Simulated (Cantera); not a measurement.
Stirred combustor or abatement burner

A perfectly stirred reactor is fed with CH₄ : C₂H₆ : C₃H₈ : O₂ : N₂ : H₂O = 1 : 0.15 : 0.085 : 2.27 : 8.53 : 0.28 (molar parts), equivalence ratio 1.3, at 2.07 atm; it is adiabatic with a 550 K inlet, and is followed from long to short residence time, starting on the burning branch (τ in s: 0.44, 0.11, 0.028, 0.0071, 0.0018, 0.00046, 0.00012, 3e-05, 7.5e-06).

Model: GRI-Mech 3.0 (53 species, 325 reactions), integrated in Cantera.

```csv
τ (s),T (K),x CH₄,x C₂H₆,x C₃H₈,x H₂O₂,x CH₃,x HO₂
0.44,2213,6.66e-6,9.77e-9,5.24e-9,5.47e-9,2.73e-6,1.44e-8
0.11,2209,1.66e-5,3.70e-8,1.92e-8,8.64e-9,8.02e-6,2.87e-8
0.028,2202,3.13e-5,1.30e-7,6.38e-8,1.69e-8,1.91e-5,7.53e-8
0.0071,2189,5.31e-5,4.34e-7,1.98e-7,3.57e-8,4.04e-5,2.19e-7
0.0018,2167,0.000101,1.41e-6,5.98e-7,7.04e-8,8.68e-5,6.04e-7
0.00046,2132,0.000246,4.78e-6,1.93e-6,1.28e-7,0.000213,1.61e-6
0.00012,2069,0.000879,2.06e-5,7.79e-6,2.67e-7,0.000667,5.63e-6
3.0e-5,550,0.0812,0.0122,0.00690,<1e-12,<1e-12,<1e-12
7.5e-6,550,0.0812,0.0122,0.00690,<1e-12,<1e-12,<1e-12
```
x: mole fraction; the columns are a selection and need not sum to one.
